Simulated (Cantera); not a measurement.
Input (Python, Cantera) and output of one run.

```python
import numpy as np
import cantera as ct

gas_names = """
    H2 OH
""".split()
cond_names = """
    SrO(s) SrO(L) SrO2H2(s) SrO2H2(L)
""".split()


# ... load() reads the species with a 1 bar reference pressure and builds the phases ...
species = {s.name: s for s in load("nasa_gas.yaml", gas_names) + load("nasa_condensed.yaml", cond_names)}
# Each term lists the table entries of one substance; the one whose range holds T is used.
reactions = {
    'H2(g) + 2 SrO + 2 OH(g) = 2 Sr(OH)2':
        [(-1, ['H2']), (-2, ['SrO(s)', 'SrO(L)']), (-2, ['OH']), (2, ['SrO2H2(s)', 'SrO2H2(L)'])],
}


def pick(names, T):
    return next(species[n] for n in names if species[n].thermo.min_temp <= T <= species[n].thermo.max_temp)


results = []
for label, terms in reactions.items():
    print(label)
    print("     T/K   dH/kJ  dS/(J/K)   dG/kJ   log10 K")
    for T in [2498, 2598, 2698, 2798, 2898]:
        used = [(nu, pick(names, T)) for nu, names in terms]
        dH = sum(nu * s.thermo.h(T) for nu, s in used) / 1e6
        dS = sum(nu * s.thermo.s(T) for nu, s in used) / 1e3
        dG = dH - T * dS / 1e3
        logK = -dG * 1e6 / (ct.gas_constant * T * np.log(10))
        results.append((label, T, dH, dS, dG, logK, [s.name for _, s in used]))
        print(f"{T:8g} {dH:8.1f} {dS:8.1f} {dG:8.1f} {logK:8.2f}")
```

Result:

```
H2(g) + 2 SrO + 2 OH(g) = 2 Sr(OH)2
     T/K   dH/kJ  dS/(J/K)   dG/kJ   log10 K
    2498   -616.0   -231.7    -37.3     0.78
    2598   -608.7   -228.8    -14.3     0.29
    2698   -601.5   -226.1      8.4    -0.16
    2798   -594.5   -223.5     30.9    -0.58
    2898   -587.8   -221.2     53.2    -0.96
```

Cantera with NASA thermochemical tables; ideal gases at 1 bar, condensed phases pure. Condensed species are held in their standard states even where they would react or evaporate.
